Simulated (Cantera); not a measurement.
A perfectly stirred reactor is fed with 4.87 % H2, 95.1 % O2, at 0.0207 atm; it is held at 1275 K, and followed from long to short residence time.

Computed with Cantera and the H2/O2 subset of GRI-Mech 3.0, which has no nitrogen chemistry. Radical loss at walls, strong at low pressure, is not modelled. The temperature is held fixed by assumption; the heat of reaction is taken as removed at once.

x: mole fraction; the columns are a selection and need not sum to one.

```json
[
 {"τ (s)": "4.1", "x H2": "4.63e-5", "x O2": "0.949", "x H": "[?]", "x O": "0.000903", "x H2O": "0.0494", "x HO2": "7.89e-7", "x H2O2": "4.45e-8"},
 {"τ (s)": "1.3", "x H2": "9.39e-5", "x O2": "0.948", "x H": "[?]", "x O": "0.00191", "x H2O": "0.0491", "x HO2": "1.27e-6", "x H2O2": "6.19e-8"},
 {"τ (s)": "0.39", "x H2": "0.000193", "x O2": "0.945", "x H": "[?]", "x O": "0.00409", "x H2O": "0.0486", "x HO2": "1.95e-6", "x H2O2": "8.25e-8"},
 {"τ (s)": "0.12", "x H2": "0.000384", "x O2": "0.941", "x H": "[?]", "x O": "0.00817", "x H2O": "0.0477", "x HO2": "2.72e-6", "x H2O2": "1.03e-7"},
 {"τ (s)": "0.037", "x H2": "0.000737", "x O2": "0.933", "x H": "[?]", "x O": "0.0147", "x H2O": "0.0461", "x HO2": "3.47e-6", "x H2O2": "1.21e-7"},
 {"τ (s)": "0.011", "x H2": "0.00143", "x O2": "0.925", "x H": "[?]", "x O": "0.0223", "x H2O": "0.0436", "x HO2": "4.08e-6", "x H2O2": "1.39e-7"},
 {"τ (s)": "0.0035", "x H2": "0.00288", "x O2": "0.919", "x H": "[?]", "x O": "0.0263", "x H2O": "0.0404", "x HO2": "4.48e-6", "x H2O2": "1.69e-7"},
 {"τ (s)": "0.0011", "x H2": "0.00658", "x O2": "0.920", "x H": "[?]", "x O": "0.0248", "x H2O": "0.0353", "x HO2": "4.73e-6", "x H2O2": "2.24e-7"}
]
```

Q: Complete the blanks.

A: 
- 4.1, x H: 2.96e-5
- 1.3, x H: 9.16e-5
- 0.39, x H: 0.000289
- 0.12, x H: 0.000829
- 0.037, x H: 0.00206
- 0.011, x H: 0.00414
- 0.0035, x H: 0.00619
- 0.0011, x H: 0.00757
